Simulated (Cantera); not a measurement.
A closed system holds: 1 mol Si2Cl6, 3.3 mol NH3, 4.3 mol N2, held at 1450 °C and 1.33 mbar.

Equilibrium computed with Cantera from the NASA thermochemical tables; the gas is ideal and each condensed phase is pure. Candidate condensed phases: NH4Cl, Si, Si3N4; 28 gas species. The feed counts by its element totals alone. The tables' values for SiCl3, SiCl are old estimates; treat these amounts as uncertain. Rates play no part.

Base state: N2 0.427, H2 0.283, HCl 0.143, SiCl2 0.142, H 0.00265, Cl 0.00104, SiCl3 0.00100, SiCl 0.000572 (mole fractions); condensed: gas only.

**Question.** What changes in the equilibrium state with this change: temperature from 1450 °C to 1202 °C?

**Answer.** 
| species | before | after |
|---|---|---|
| N2 | 0.427 | 0.412 |
| H2 | 0.283 | 0.251 |
| HCl | 0.143 | 0.235 |
| SiCl2 | 0.142 | 0.0967 |
| Si | 0.000417 | 6.04e-7 |
| SiH | 1.16e-5 | 3.93e-8 |
| Si3N4(s), mol | 0 | 0.207 |
The tables' values for SiCl3 are old estimates; treat these amounts as uncertain.
